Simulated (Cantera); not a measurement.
Input: 1 mol Cu2O, 0.55 mol C, 0.046 mol CO, at 2248 K.

Method: chemical equilibrium by Gibbs-energy minimisation in Cantera with the NASA 1993 tables (ideal gas, pure condensed phases). Candidate condensed phases: C, Cu, CuO, Cu2O; 15 gas species. The numbers say what is thermodynamically allowed, not how fast it happens.

Question: At 0.220 bar, list the 5 most abundant gas species with their mole fractions, and the condensed phases.

Answer: CO2 0.631, CO 0.213, Cu 0.151, O2 0.00276, Cu2 0.00131. Condensed: Cu(l).
